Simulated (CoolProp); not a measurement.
Vapour pressure (MPa) of hydrogen sulfide: the reference equation beside estimates from Tc = 100.0 °C, pc = 8.999 MPa, ω = 0.101. Clausius-Clapeyron is anchored at -47.65 °C with a constant enthalpy of vaporisation of 18.10 kJ/mol.

Computed with CoolProp (reference Helmholtz-energy equation of state, Lemmon 2006). It is a short technical equation, of lower accuracy than the large ones.

| T (°C) | reference | Clausius-Clapeyron | van der Waals | Redlich-Kwong | Soave-Redlich-Kwong |
|---|---|---|---|---|---|
| -61.05 | 0.09750 | 0.1004 | 0.5684 | 0.1021 | 0.09625 |
| -54.35 | 0.1357 | (withheld) | (withheld) | 0.1443 | 0.1342 |
| -47.65 | 0.1848 | 0.1848 | 0.8152 | 0.1989 | 0.1830 |
| -40.95 | 0.2467 | 0.2442 | 0.9624 | 0.2678 | 0.2447 |
| -34.25 | 0.3235 | 0.3176 | 1.127 | 0.3534 | 0.3214 |
| -27.55 | 0.4173 | 0.4073 | 1.308 | 0.4580 | 0.4154 |
| -20.85 | 0.5305 | 0.5154 | 1.509 | (withheld) | 0.5290 |
| -14.15 | 0.6654 | 0.6443 | 1.728 | 0.7331 | (withheld) |
| -7.45 | 0.8243 | 0.7964 | (withheld) | 0.9082 | 0.8250 |
| -0.75 | 1.010 | 0.9742 | 2.228 | 1.112 | 1.012 |
| 5.85 | 1.221 | 1.177 | 2.506 | 1.342 | 1.226 |
| 12.55 | 1.467 | 1.413 | (withheld) | 1.608 | 1.476 |

**Question.** Fill in the missing entries.

**Answer.** 
- -54.35, Clausius-Clapeyron: 0.1375
- -54.35, van der Waals: 0.6842
- -20.85, Redlich-Kwong: 0.5838
- -14.15, Soave-Redlich-Kwong: 0.6647
- -7.45, van der Waals: 1.968
- 12.55, van der Waals: 2.809

Absolute difference from the reference over all 12 rows, mean and median: Clausius-Clapeyron 2.5 and 2.9 %, van der Waals 231.7 and 198.9 %, Redlich-Kwong 8.9 and 9.7 %, Soave-Redlich-Kwong 0.6 and 0.5 %.
